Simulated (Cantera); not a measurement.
A closed system holds: 1 mol FeS, 2700 mol H2, equilibrated at 100 Torr.

Method: chemical equilibrium by Gibbs-energy minimisation in Cantera with the NASA 1993 tables (ideal gas, pure condensed phases). Candidate condensed phases: Fe, FeS, FeS2, S; 8 gas species. The numbers say what is thermodynamically allowed, not how fast it happens.

Question: What share of the Fe ends up in condensed phases as a function of T (°C), at 1375, 1400, 1425, 1450, 1475, 1500, 1525, 1550, 1575, 1600, 1625, 1650, 1675, 1700?

Answer: 
```tsv
T (°C)	Fe condensed (%)	as
1375	94.7	Fe(γ)
1400	91.9	Fe(δ)
1425	87.7	Fe(δ)
1450	81.5	Fe(δ)
1475	72.6	Fe(δ)
1500	59.9	Fe(δ)
1525	42.0	Fe(δ)
1550	17.5	Fe(l)
1575	0.0	-
1600	0.0	-
1625	0.0	-
1650	0.0	-
1675	0.0	-
1700	0.0	-
```
